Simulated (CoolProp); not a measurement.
Vapour-liquid equilibrium of hexamethyldisiloxane (MM) (1) + toluene (2) at 41.7 kPa; x and y are mole fractions of (1).

Computed with CoolProp (multi-fluid Helmholtz-energy mixture model, Thol 2016 and Lemmon 2006; pair parameters Bell 2016).

```tsv
x	bubble temperature, mixture model (K)	bubble temperature, Raoult's law (K)	y, mixture model	y, Raoult's law
0.05	354.2	354.7	0.082	0.068
0.2	351.5	353.1	0.288	0.256
0.35	349.5	351.6	0.450	0.426
0.5	348.0	350.1	0.584	0.580
0.65	346.9	348.8	0.704	0.720
0.8	346.2	347.5	0.822	0.847
0.95	345.9	346.2	0.952	0.964
```

The largest gap from Raoult's law is -2.1 K in bubble temperature, at x = 0.5. No azeotrope shows between x = 0.05 and 0.95.

The pair parameters rest on a limited set of measurements; away from them the model extrapolates.
